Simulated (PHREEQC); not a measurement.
A PHREEQC input (ion-association model, wateq4f.dat):

```
SOLUTION 1
  temp 70
  units mgL
  pH 7.1
  pe -2
  Na 250
  K 8.27
  Ca 862
  Mg 245
  Cl 1980
  S(6) 508 as SO4
  Alkalinity 518 as HCO3
  Zn 0.822
END
USE solution 1
EQUILIBRIUM_PHASES 1
  Quartz 0 0.5
  CO2(g) -2 10
END
```

It stops with these messages:

```
ERROR: Calculations terminating due to input errors.
```

The fault: a unit that the program doesn't know. The line should read `units mg/L` where the input has `units mgL`. With the mend the run ends at pH 7.79 and ionic strength 0.0951 mol/kgw.
